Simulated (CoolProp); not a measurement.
Vapour-liquid equilibrium of 1-butene (1) + acetone (2) at 0.749 MPa; x and y are mole fractions of (1).

Computed with CoolProp (multi-fluid Helmholtz-energy mixture model, Lemmon 2005 and Lemmon 2006; pair parameters Bell 2016).

| x | bubble temperature, mixture model (K) | bubble temperature, Raoult's law (K) | y, mixture model | y, Raoult's law |
|---|---|---|---|---|
| 0.05 | 391.3 | 396.0 | 0.231 | 0.181 |
| 0.2 | 366.1 | 379.3 | 0.619 | 0.536 |
| 0.35 | 352.7 | 366.3 | 0.763 | 0.730 |
| 0.5 | 345.5 | 355.9 | 0.830 | 0.844 |
| 0.65 | 340.9 | 347.4 | 0.874 | 0.915 |
| 0.8 | 337.1 | 340.3 | 0.916 | 0.961 |
| 0.95 | 333.6 | 334.3 | 0.974 | 0.992 |

The largest gap from Raoult's law is -13.6 K in bubble temperature, at x = 0.35. No azeotrope shows between x = 0.05 and 0.95.

Pair parameters are fitted to limited data, so mixtures are less certain than the pure fluids.
